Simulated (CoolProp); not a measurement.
Vapour-liquid equilibrium of benzene (1) + dimethyl carbonate (2) at 366.7 K; x and y are mole fractions of (1).

Values from CoolProp's multi-fluid Helmholtz-energy mixture model, Thol 2012 and Zhou 2011; pair parameters Bell 2016.

| x | bubble pressure, mixture model (MPa) | bubble pressure, Raoult's law (MPa) | y, mixture model | y, Raoult's law |
|---|---|---|---|---|
| 0.05 | 0.1173 | 0.1148 | 0.083 | 0.066 |
| 0.15 | 0.1249 | 0.1186 | 0.224 | 0.191 |
| 0.25 | 0.1313 | 0.1224 | 0.339 | 0.308 |
| 0.35 | 0.1365 | 0.1262 | 0.439 | 0.418 |
| 0.45 | 0.1409 | 0.1300 | 0.528 | 0.522 |
| 0.55 | 0.1444 | 0.1337 | 0.611 | 0.620 |
| 0.65 | 0.1472 | 0.1375 | 0.692 | 0.713 |
| 0.75 | 0.1492 | 0.1413 | 0.773 | 0.800 |
| 0.85 | 0.1505 | 0.1451 | 0.858 | 0.883 |
| 0.95 | 0.1509 | 0.1489 | 0.950 | 0.962 |

The largest gap from Raoult's law is +8.4 % in bubble pressure, at x = 0.45. y crosses x between x = 0.85 and 0.95: the model has an azeotrope there.

Pair parameters are fitted to limited data, so mixtures are less certain than the pure fluids.
